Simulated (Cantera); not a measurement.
Cantera run:

```python
import numpy as np
import cantera as ct

gas_names = """
    Ca CaCL CaCL2 Ca2 CL CL2 H HCL H2
""".split()
cond_names = """
    Ca(a) Ca(b) Ca(L) CaCL2(s) CaCL2(L)
""".split()


# ... load() reads the species with a 1 bar reference pressure and builds the phases ...
atoms = {
    'CaCl2': {'Ca': 1, 'CL': 2},
    'H2': {'H': 2},
}
top_T = {}  # K; cautious upper limits of use, not melting points


# ... equilibrate(T, P, feed) seeds the gas with the atoms and calls Mixture.equilibrate('TP', solver="vcs", rtol=1e-11, max_steps=5000) ...
results = []
feed = {'CaCl2': 1, 'H2': 0.41}  # mol
T = 1550  # K
for P in [0.1, 0.72, 5.2, 37, 270, 1900, 14000, 100000]:
    mix = equilibrate(T, P, feed)
    results.append((T, P, feed, dict(zip(mix.species_names, mix.species_moles))))

top = {s: max(r[3][s] / sum(r[3][g] for g in gas_names) for r in results) for s in gas_names}
cols = sorted((s for s in top if top[s] > 0.0001), key=lambda s: -top[s])[:7]
seen = [c for c in cond_names if any(r[3].get(c, 0) > 1e-12 for r in results)]
print("log10 of partial pressures in bar; condensed amounts in mol")
print(f"{'P/Pa':>10s}" + "".join(f"{s[:9]:>10s}" for s in cols + seen))
for T, P, feed, n in results:
    ng = sum(n[g] for g in gas_names)
    print(f"{P:10.4g}" + "".join(f"{np.log10(max(n[s] / ng * P / 1e5, 1e-99)):10.3f}" for s in cols)
          + "".join(f"{n.get(c, 0):10.4g}" for c in seen))
```

Output:

```
log10 of partial pressures in bar; condensed amounts in mol
      P/Pa        H2     CaCL2       HCL      CaCL         H        Ca        CL  CaCL2(L)
       0.1    -6.583    -6.175    -7.536    -7.777    -7.793    -8.159    -8.844         0
      0.72    -5.702    -5.306    -6.912    -7.092    -7.353    -7.658    -8.660         0
       5.2    -4.832    -4.441    -6.288    -6.416    -6.918    -7.171    -8.471         0
        37    -3.975    -3.586    -5.666    -5.754    -6.489    -6.701    -8.279         0
       270    -3.109    -2.721    -5.032    -5.090    -6.056    -6.238    -8.077         0
      1900    -1.800    -2.507    -4.583    -4.672    -5.402    -5.615    -8.282    0.9189
   1.4e+04    -0.864    -2.507    -4.325    -4.461    -4.934    -5.195    -8.492    0.9906
     1e+05    -0.001    -2.507    -4.080    -4.275    -4.502    -4.822    -8.679    0.9987
```

Equilibrium computed with Cantera from the NASA thermochemical tables; the gas is ideal and each condensed phase is pure.
